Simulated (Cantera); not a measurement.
What does this Cantera script print?

```python
import numpy as np
import cantera as ct

gas_names = """
    I I2 Mg MgI MgI2 MgN MgO Mg2 N NO NO2 NO3 N2 N2O O O2 O3
""".split()
cond_names = """
    I2(cr) I2(L) Mg(cr) Mg(L) MgI2(s) MgI2(L) MgO(s) MgO(L)
""".split()


# ... load() reads the species with a 1 bar reference pressure and builds the phases ...
atoms = {
    'MgO': {'Mg': 1, 'O': 1},
    'I2': {'I': 2},
    'N2': {'N': 2},
}
top_T = {}  # K; cautious upper limits of use, not melting points


# ... equilibrate(T, P, feed) seeds the gas with the atoms and calls Mixture.equilibrate('TP', solver="vcs", rtol=1e-11, max_steps=5000) ...
results = []
feed = {'MgO': 1, 'I2': 0.27, 'N2': 6}  # mol
T = 1175  # K
P = 101325  # Pa
mix = equilibrate(T, P, feed)
results.append((T, P, feed, dict(zip(mix.species_names, mix.species_moles))))
print(gas.report(threshold=1e-06))
for i in range(1, mix.n_phases):
    print(f"{mix.phase(i).name:16s} {mix.phase_moles(i):12.5e} mol")
```

It prints:

```
       temperature   1175 K
          pressure   1.0132e+05 Pa
           density   0.38461 kg/m^3
  mean mol. weight   37.083 kg/kmol
   phase of matter   gas

                          1 kg             1 kmol
                     ---------------   ---------------
          enthalpy        8.7246e+05        3.2353e+07  J
   internal energy        6.0901e+05        2.2584e+07  J
           entropy            6384.3        2.3675e+05  J/K
    Gibbs function       -6.6291e+06       -2.4583e+08  J
 heat capacity c_p            895.56             33210  J/K
 heat capacity c_v            671.35             24896  J/K

                      mass frac. Y      mole frac. X     chem. pot. / RT
                     ---------------   ---------------   ---------------
                 I           0.11864          0.034667           -15.728
                I2           0.17099          0.024982           -31.455
                N2           0.71038           0.94035           -25.343
     [  +14 minor]         2.647e-07         6.045e-08

I2(L)             0.00000e+00 mol
Mg(L)             0.00000e+00 mol
MgI2(L)           0.00000e+00 mol
MgO(s)            1.00000e+00 mol
```

Cantera equilibrium calculation (NASA polynomials, part measured and part estimated; ideal gas, pure solids and liquids).
